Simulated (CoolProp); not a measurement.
1,2-dichloroethane along the isotherm 289.9 K: fugacity coefficient from the reference equation and from simpler models built on Tc = 561.6 K, pc = 52.26 bar, ω = 0.269; each cubic takes its own stable root.

Model: reference Helmholtz-energy equation of state, Thol 2015, in CoolProp.

| p (bar) | phase | reference |
|---|---|---|
| 47.5 | liquid | 0.001713 |
| 95 | liquid | 0.0009994 |
| 143 | liquid | 0.0007756 |
| 190 | liquid | 0.0006794 |
| 238 | liquid | 0.0006329 |
| 285 | liquid | 0.0006146 |
| 333 | liquid | 0.0006133 |
| 380 | liquid | 0.0006243 |
| 428 | liquid | 0.0006458 |
| 475 | liquid | 0.0006754 |
| 523 | liquid | 0.0007141 |

Problem. How far does each simpler model (van der Waals, Redlich-Kwong, Peng-Robinson) lie from the reference over these 11 states: mean and median of the absolute difference, and the worst?

Solution. 
- van der Waals: mean 4803.2 %, median 4574.6 %, worst +7662.2 % at 289.9 K and 523 bar
- Redlich-Kwong: mean 203.1 %, median 202.6 %, worst +241.8 % at 289.9 K and 523 bar
- Peng-Robinson: mean 2.9 %, median 2.9 %, worst +4.7 % at 289.9 K and 523 bar
